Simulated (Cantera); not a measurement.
Input: 1 mol CH₃SiH₃, 0.51 mol C₃H₈, 16 mol H₂, 0.056 mol CH₄, held at 0.00690 bar.

These are equilibrium values from Cantera (NASA tables, ideal gas, pure condensed phases), not measurements of a reactor. Candidate condensed phases: C, C₆H₆, C₇H₈, C₈H₁₈, Si, SiC; 87 gas species. The feed counts by its element totals alone. Gases not in the tables: Si₂H₆ and higher silanes. The numbers say what is thermodynamically allowed, not how fast it happens.

x: gas mole fraction; n: condensed amount in mol.

| T (°C) | x H₂ | x H | x Si | x SiC₂ | x C₂H₂ (acetylene) | x Si₂C | n C(graphite) | n SiC(s) |
|---|---|---|---|---|---|---|---|---|
| 1027 | 1.000 | 1.33e-5 | 1.86e-11 | <1e-12 | 5.76e-7 | <1e-12 | 1.58 | 1.00 |
| 1127 | 1.000 | 5.86e-5 | 5.72e-10 | <1e-12 | 2.52e-6 | <1e-12 | 1.59 | 1.00 |
| 1227 | 1.000 | 0.000212 | 1.11e-8 | ? | 9.02e-6 | 1.69e-11 | 1.59 | 1.000 |
| 1327 | 0.999 | 0.000654 | 1.49e-7 | ? | 2.75e-5 | 4.72e-10 | 1.58 | 1.000 |
| 1427 | 0.998 | 0.00177 | 1.46e-6 | ? | 7.33e-5 | 8.80e-9 | 1.58 | 1.000 |
| 1527 | 0.996 | 0.00430 | 1.11e-5 | ? | 0.000175 | 1.18e-7 | 1.58 | 1.000 |
| 1627 | 0.990 | 0.00951 | 6.79e-5 | ? | 0.000378 | 1.19e-6 | 1.57 | 0.998 |
| 1727 | 0.979 | 0.0194 | 0.000346 | ? | 0.000752 | 9.49e-6 | 1.56 | 0.991 |
| 1827 | 0.960 | 0.0368 | 0.00151 | ? | 0.00139 | 6.17e-5 | 1.56 | 0.961 |
| 1927 | 0.926 | 0.0652 | 0.00573 | ? | 0.00237 | 0.000336 | 1.61 | 0.841 |
| 2027 | 0.864 | 0.108 | 0.0194 | ? | 0.00373 | 0.00158 | 1.85 | 0.405 |
| 2127 | 0.785 | 0.170 | 0.0310 | ? | 0.00547 | 0.00177 | 1.98 | 0 |
| 2227 | 0.700 | 0.253 | 0.0296 | ? | 0.00757 | 0.000761 | 1.77 | 0 |

### Question
Fill in the missing entries.

### Answer

- 1227, x SiC₂: 1.94e-11
- 1327, x SiC₂: 5.78e-10
- 1427, x SiC₂: 1.14e-8
- 1527, x SiC₂: 1.62e-7
- 1627, x SiC₂: 1.72e-6
- 1727, x SiC₂: 1.43e-5
- 1827, x SiC₂: 9.71e-5
- 1927, x SiC₂: 0.000551
- 2027, x SiC₂: 0.00268
- 2127, x SiC₂: 0.00595
- 2227, x SiC₂: 0.00768
